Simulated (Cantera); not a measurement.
Input: 1 mol HCl, 4.8 mol O2, at 2652 °C.

Cantera equilibrium calculation (NASA polynomials, part measured and part estimated; ideal gas, pure solids and liquids). Candidate condensed phases: H2O; 14 gas species. Rates play no part.

**Question.** At 0.00280 bar, list the 7 most abundant gas species with their mole fractions, and the condensed phases.

**Answer.** O 0.647, O2 0.155, Cl 0.0991, H 0.0803, OH 0.0151, HCl 0.00210, H2 0.00116. Condensed: gas only.
